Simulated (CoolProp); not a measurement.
A single-stage vapour-compression cycle with the fluid: evaporating at 271.15 K (dew point), condensing at 332.15 K (bubble point), superheat 5 K, subcooling 0 K, compressor efficiency 0.9, no pressure losses. The same conditions are run with several fluids, on thermodynamics alone (safety and materials aside).

Model: reference Helmholtz-energy equation of state of each fluid (R1336mzz(Z): McLinden 2020; chlorine: Thol 2021; cis-2-butene: Lemmon 2005; n-pentane: Thol 2019; c-C4F8 (RC318): Platzer 1990; R245ca: Zhou 2016), in CoolProp. The equations of Platzer and Polt are older, rougher fits.

```
fluid           cooling COP  pressure ratio  discharge temperature (K)  refrigerating effect (kJ/kg)  volumetric capacity (kJ/m³)
--------------  -----------  --------------  -------------------------  ----------------------------  ---------------------------
R1336mzz(Z)            2.90            10.6                      332.2                           109                          178
chlorine               3.09            5.12                      425.7                           209                         2360
cis-2-butene           3.13            6.97                      347.3                           288                          590
n-pentane              3.05            9.35                      332.1                           252                          179
c-C4F8 (RC318)         2.24            6.87                      332.1                          50.4                          548
R245ca                 3.00            10.3                      333.4                           139                          255
```

The compression ends wet for: R1336mzz(Z); n-pentane; c-C4F8 (RC318).
